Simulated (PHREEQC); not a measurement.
## Acid rinse or clean: speciation

Make-up at 35 °C: 0.47 mol/kgw HCl and 0.004 mol/kgw AlCl3. Closed to the air; pH follows from the charge balance.

Equilibrium calculation in PHREEQC: ion-association model, phreeqc.dat.

This is a speciation only: nothing precipitates in the calculation.

Q: Estimate the pH.

A: pH 0.45.
